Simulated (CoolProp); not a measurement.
R245fa along the isotherm 440 K: fugacity coefficient from the reference equation and from simpler models built on Tc = 427.0 K, pc = 3.651 MPa, ω = 0.378; each cubic takes its own stable root.

Model: reference Helmholtz-energy equation of state, Akasaka 2015, in CoolProp.

```json
[
 {"p (MPa)": "0.0289", "phase": "gas", "reference": "0.9977"},
 {"p (MPa)": "0.0657", "phase": "gas", "reference": "0.9947"},
 {"p (MPa)": "0.149", "phase": "gas", "reference": "0.9879"},
 {"p (MPa)": "0.34", "phase": "gas", "reference": "0.9725"},
 {"p (MPa)": "0.774", "phase": "gas", "reference": "0.9376"},
 {"p (MPa)": "1.76", "phase": "gas", "reference": "0.8593"},
 {"p (MPa)": "4.01", "phase": "supercritical", "reference": "0.6781"},
 {"p (MPa)": "9.13", "phase": "supercritical", "reference": "0.3870"}
]
```

Question: How far does each simpler model (van der Waals, Redlich-Kwong, Soave-Redlich-Kwong, Peng-Robinson) lie from the reference over these 8 states: mean and median of the absolute difference, and the worst?

Answer: 
- van der Waals: mean 1.6 %, median 0.3 %, worst +9.2 % at 440 K and 9.13 MPa
- Redlich-Kwong: mean 0.5 %, median 0.2 %, worst +1.7 % at 440 K and 9.13 MPa
- Soave-Redlich-Kwong: mean 0.7 %, median 0.1 %, worst +5.0 % at 440 K and 9.13 MPa
- Peng-Robinson: mean 1.1 %, median 0.7 %, worst -3.6 % at 440 K and 4.01 MPa
